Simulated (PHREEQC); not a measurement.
Consider water at 25 °C with 1 mmol/kgw H2SO4, 11 mmol/kgw K2SO4 and 11 mmol/kgw CuSO4. It is in equilibrium with CO2 at log p = -2 (atm). Otherwise closed; pH follows from the charge balance.

All values are PHREEQC results (ion-association model, phreeqc.dat), not measurements.

The ionic strength comes out as 0.0583 mol/kgw. What activity coefficients do Cu+2, K+, SO4-2, H+, KSO4- get?

Cu+2 0.46, K+ 0.80, SO4-2 0.44, H+ 0.85, KSO4- 0.82.

This is a speciation only: nothing precipitates in the calculation.
